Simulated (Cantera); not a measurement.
A diamond (100) surface in a fixed gas of H2 with x(CH4) = 0.0046, x(H) = 0.0012, x(CH3) = 7.8e-05, at 1048 K; coverages are run to steady state.

Model: the Harris–Goodwin 1993 mechanism for the reconstructed diamond (100) surface, integrated in Cantera.

θ: site fractions in the mechanism's names (c6HH fully hydrogenated, c6H* and c6*H radical sites, c6** diradical, c6HM methylated).

```csv
P (Pa),growth (µm/h),θ c6HH,θ c6H*,θ c6*H,θ c6**,θ c6HM
580,…,0.555,0.0224,0.402,0.0120,0.00528
1100,…,0.553,0.0222,0.400,0.0120,0.00852
2100,…,0.550,0.0221,0.398,0.0119,0.0126
3900,…,0.547,0.0220,0.395,0.0118,0.0167
7400,…,0.544,0.0219,0.393,0.0118,0.0204
14000,…,0.542,0.0218,0.392,0.0117,0.0230
26000,…,0.540,0.0218,0.391,0.0117,0.0247
50000,…,0.539,0.0218,0.390,0.0117,0.0257
```

**Question.** Fill in the missing entries.

**Answer.** 
- 580, growth (µm/h): 0.0598
- 1100, growth (µm/h): 0.173
- 2100, growth (µm/h): 0.476
- 3900, growth (µm/h): 1.15
- 7400, growth (µm/h): 2.64
- 14000, growth (µm/h): 5.63
- 26000, growth (µm/h): 11.2
- 50000, growth (µm/h): 22.4
